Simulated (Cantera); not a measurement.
MgO + CH4 + H2 (carbothermic reduction)

Input: 1 mol MgO, 4.2 mol CH4, 0.38 mol H2, held at 100 Torr.

These are equilibrium values from Cantera (NASA tables, ideal gas, pure condensed phases), not measurements of a reactor. Candidate condensed phases: C, C6H6, C7H8, C8H18, H2O, Mg, MgCO3, MgO, Mg(OH)2; 116 gas species. The tables' values for MgH are old estimates; treat these amounts as uncertain. Kinetics and transport are ignored.

From 900 K to 1600 K the condensed part is C(graphite) + MgO(s). From 1700 K to 1800 K the condensed part is C(graphite).

```
T (K)   x H2      x CO      x Mg     x CH4  n C(graphite)  n MgO(s)
-----  -----  --------  --------  --------  -------------  --------
900    0.962  2.69e-10  3.52e-10    0.0385           3.87      1.00
1000   0.988   2.03e-8   2.13e-8    0.0124           4.09      1.00
1100   0.995   6.41e-7   6.48e-7   0.00474           4.16     1.000
1200   0.998   1.12e-5   1.12e-5   0.00210           4.18     1.000
1300   0.999  0.000124  0.000124   0.00105           4.19     0.999
1400   0.997  0.000972  0.000969  0.000573           4.19     0.991
1500   0.988   0.00574   0.00572  0.000335           4.15     0.949
1600   0.946    0.0270    0.0269  0.000195           3.95     0.749
1700   0.814    0.0928    0.0924   9.67e-5           3.20         0
1800   0.813    0.0927    0.0923   6.79e-5           3.20         0
```
x: gas mole fraction; n: condensed amount in mol.
